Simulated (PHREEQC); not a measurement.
HF is added in steps, without added water, to 1 kg of water holding 2.4 mmol/kgw CdSO4, 20 mmol/kgw KCl and 0.16 mmol/kgw NiCl2, at 60 °C. O2 is buffered at 0.21 atm. CO2 from the air is kept out. Solids allowed: Cd(OH)2, CdOHCl, Ni(OH)2, Ni4(OH)6SO4, Morenosite, CdF2. Others were left out.

Base run: PHREEQC, ion-association model, wateq4f.dat. Each further column changes one thing. The table gives HSO4- (mol/kgw).

```json
[
 {"HF added (mol)": "0", "base": "2.82e-7", "metal-ligand complexes left out": "3.28e-7", "Debye-Hückel limiting law": "2.43e-7", "all activity coefficients set to 1": "…", "Davies equation for every ion": "2.75e-7"},
 {"HF added (mol)": "0.0007813", "base": "8.31e-5", "metal-ligand complexes left out": "9.68e-5", "Debye-Hückel limiting law": "7.39e-5", "all activity coefficients set to 1": "…", "Davies equation for every ion": "8.07e-5"},
 {"HF added (mol)": "0.001719", "base": "0.000138", "metal-ligand complexes left out": "0.000160", "Debye-Hückel limiting law": "0.000123", "all activity coefficients set to 1": "…", "Davies equation for every ion": "0.000134"},
 {"HF added (mol)": "0.0025", "base": "0.000172", "metal-ligand complexes left out": "0.000200", "Debye-Hückel limiting law": "0.000154", "all activity coefficients set to 1": "…", "Davies equation for every ion": "0.000167"},
 {"HF added (mol)": "0.003281", "base": "0.000200", "metal-ligand complexes left out": "0.000233", "Debye-Hückel limiting law": "0.000180", "all activity coefficients set to 1": "…", "Davies equation for every ion": "0.000195"},
 {"HF added (mol)": "0.004219", "base": "0.000230", "metal-ligand complexes left out": "0.000267", "Debye-Hückel limiting law": "0.000206", "all activity coefficients set to 1": "…", "Davies equation for every ion": "0.000224"},
 {"HF added (mol)": "0.005", "base": "0.000252", "metal-ligand complexes left out": "0.000292", "Debye-Hückel limiting law": "0.000226", "all activity coefficients set to 1": "…", "Davies equation for every ion": "0.000245"}
]
```

What belongs in the gaps?


- 0, all activity coefficients set to 1: 4.22e-7
- 0.0007813, all activity coefficients set to 1: 0.000107
- 0.001719, all activity coefficients set to 1: 0.000175
- 0.0025, all activity coefficients set to 1: 0.000217
- 0.003281, all activity coefficients set to 1: 0.000251
- 0.004219, all activity coefficients set to 1: 0.000287
- 0.005, all activity coefficients set to 1: 0.000314

At this temperature some constants are extrapolated from 25 °C, and those without enthalpy data are left unchanged.
